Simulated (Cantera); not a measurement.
Feed: 1 mol Si, 6.7 mol F2, 32 mol N2, at 93.0 Pa.

Cantera equilibrium calculation (NASA polynomials, part measured and part estimated; ideal gas, pure solids and liquids). Candidate condensed phases: Si, Si3N4; 16 gas species. The numbers say what is thermodynamically allowed, not how fast it happens.

**Question.** At 727 °C, list the 4 most abundant gas species with their mole fractions, and the condensed phases.

**Answer.** N2 0.758, F 0.214, SiF4 0.0237, F2 0.00442. Condensed: gas only.
